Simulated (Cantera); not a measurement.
Mixture: CH3OH : O2 : N2 = 1 : 1.07 : 4.03 (molar parts), at 615 Torr, adiabatic and at constant pressure. Ignition delay is the time to a rise of 400 K.

Cantera simulation using GRI-Mech 3.0 (53 species, 325 reactions); the numbers are that mechanism's predictions, not measurements. GRI-Mech 3.0 was tuned for natural gas; its chemistry of methanol as a main component is partial and can be far from experiment.

Question: What does this change do: CH3OH 1 to 0.32 parts?

Answer: 
```json
[
 {"quantity": "delay at 1200 K", "before": "10.6 ms", "after": "13.7 ms"},
 {"quantity": "delay at 1400 K", "before": "0.673 ms", "after": "0.961 ms"},
 {"quantity": "delay at 1600 K", "before": "0.102 ms", "after": "0.167 ms"},
 {"quantity": "delay at 1800 K", "before": "26.5 µs", "after": "60.1 µs"},
 {"quantity": "delay at 2000 K", "before": "9.75 µs", "after": "48.6 µs"}
]
```
Where the delays flatten at high temperature, the 400 K rule measures the pace of heat release, not the induction time.

Question: What does this change do: pressure from 615 Torr to 458 Torr?

Answer: 
| quantity | before | after |
|---|---|---|
| delay at 1200 K | 10.6 ms | 13.8 ms |
| delay at 1400 K | 0.673 ms | 0.885 ms |
| delay at 1600 K | 0.102 ms | 0.134 ms |
| delay at 1800 K | 26.5 µs | 35.1 µs |
| delay at 2000 K | 9.75 µs | 13.0 µs |
| apparent activation energy between 1800 and 2000 K | 150 kJ/mol | 150 kJ/mol |
